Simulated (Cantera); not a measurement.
A closed system holds: 1 mol CuO, 0.79 mol CH₄, 0.3 mol N₂, at 1798 K and 29.3 Torr.

Equilibrium computed with Cantera from the NASA thermochemical tables; the gas is ideal and each condensed phase is pure. Candidate condensed phases: C, C₆H₆, C₇H₈, C₈H₁₈, Cu, CuO, Cu(OH)₂, Cu₂O, H₂O; 139 gas species. The numbers say what is thermodynamically allowed, not how fast it happens.

Base state: H₂ 0.515, CO 0.282, N₂ 0.111, H₂O 0.0678, Cu 0.0136, CO₂ 0.00974, H 0.00128, Cu₂ 2.58e-5 (mole fractions); condensed: Cu(l).

**Question.** What changes in the equilibrium state with this change: temperature from 1798 K to 2598.15 K?

**Answer.** 
| species | before | after |
|---|---|---|
| H₂ | 0.515 | 0.306 |
| Cu | 0.0136 | 0.257 |
| CO | 0.282 | 0.199 |
| H | 0.00128 | 0.107 |
| H₂O | 0.0678 | 0.0448 |
| N₂ | 0.111 | 0.0771 |
| O₂ | 1.24e-9 | 4.85e-5 |
| O | 2.13e-8 | 0.000814 |
| CuO | 1.25e-8 | 2.40e-5 |
| NO | 1.19e-7 | 0.000129 |
| Cu(l), mol | 0.963 | 0 |

**Question.** What changes in the equilibrium state with this change: temperature from 1798 K to 1625 K?

**Answer.** 
```
species      before     after
----------  -------  --------
H₂            0.515     0.524
CO            0.282     0.284
N₂            0.111     0.112
Cu           0.0136   0.00147
CO₂         0.00974    0.0117
H₂O          0.0678    0.0669
Cu₂         2.58e-5   1.20e-6
OH          1.11e-5   1.39e-6
H           0.00128  0.000259
Cu(l), mol    0.963     0.996
```
